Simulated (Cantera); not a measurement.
Charge: 1 mol C3H6, a varied amount of H2O, 2.2 mol H2, at 425 °C and 74.0 mbar.

These are equilibrium values from Cantera (NASA tables, ideal gas, pure condensed phases), not measurements of a reactor. Candidate condensed phases: C, C6H6, C7H8, C8H18, H2O; 110 gas species. Equilibrium is a limit: real reactors are often held back by kinetics, nucleation or transport.

**Question.** What share of the C ends up in condensed phases as a function of n(H2O) (mol), at 0.025, 0.037, 0.056, 0.084, 0.13, 0.19, 0.28, 0.43, 0.64, 0.96, 1.4, 2.2, 3.2?

**Answer.** 
| n(H2O) (mol) | C condensed (%) | as |
|---|---|---|
| 0.025 | 58.9 | C(graphite) |
| 0.037 | 58.9 | C(graphite) |
| 0.056 | 59.0 | C(graphite) |
| 0.084 | 59.0 | C(graphite) |
| 0.13 | 59.0 | C(graphite) |
| 0.19 | 59.1 | C(graphite) |
| 0.28 | 59.0 | C(graphite) |
| 0.43 | 58.7 | C(graphite) |
| 0.64 | 58.0 | C(graphite) |
| 0.96 | 56.3 | C(graphite) |
| 1.4 | 53.1 | C(graphite) |
| 2.2 | 45.8 | C(graphite) |
| 3.2 | 35.0 | C(graphite) |
